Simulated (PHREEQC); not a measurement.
1 kg of water holding 0.49 mol KCl, 0.0039 mol MgCl2, 0.024 mol NaCl and 0.17 mol MgSO4 is evaporated at 90 °C; the solids stay in contact with the brine. No CO2 enters from the air. The run lets Arcanite, Bischofite, Bloedite, Brucite, Carnallite, Epsomite, Glaserite, Halite, Hexahydrite, Kainite, Kieserite, Leonite, Mirabilite, Misenite, Schoenite, Sylvite, Thenardite, MgCl2_4H2O precipitate or redissolve, and no other solid.

All values are PHREEQC results (Pitzer model, pitzer.dat), not measurements.

| water left (kg) | ionic strength | water activity | Arcanite (mol) | Sylvite (mol) | Na in solution (mol/kgw) |
|---|---|---|---|---|---|
| 1 | 1.21 | 0.980 | 0 | 0 | 0.0240 |
| 0.8219 | 1.47 | 0.976 | 0 | 0 | 0.0292 |
| 0.6755 | 1.78 | 0.971 | 0 | 0 | 0.0355 |
| 0.5552 | ___ | 0.965 | 0 | 0 | 0.0432 |
| 0.4563 | 2.64 | ___ | 0 | 0 | 0.0526 |
| 0.375 | 3.21 | 0.947 | 0 | 0 | 0.0640 |
| 0.3082 | 3.91 | 0.935 | 0 | 0 | 0.0779 |
| 0.2533 | ___ | 0.919 | 0 | 0 | 0.0947 |
| 0.2082 | 5.79 | 0.899 | 0 | 0 | 0.115 |
| 0.1711 | 7.05 | 0.875 | 0 | 0 | 0.140 |
| 0.1407 | 8.57 | ___ | 0 | 0 | 0.171 |
| 0.1156 | 9.93 | 0.813 | 0.0192 | 0 | 0.208 |
| 0.09502 | 11.4 | 0.775 | 0.0393 | 0 | 0.253 |
| 0.07809 | ___ | 0.728 | 0.0506 | 0 | 0.307 |
| 0.06418 | 16.3 | 0.697 | 0.0378 | 0.0451 | 0.374 |

Fill in the missing entries.


- 0.5552, ionic strength: 2.17
- 0.4563, water activity: 0.957
- 0.2533, ionic strength: 4.76
- 0.1407, water activity: 0.845
- 0.07809, ionic strength: 13.5

Complexes and solids missing from the database can't appear. Away from 25 °C the constants follow the database's enthalpies or fits; those with neither stay at their 25 °C values.
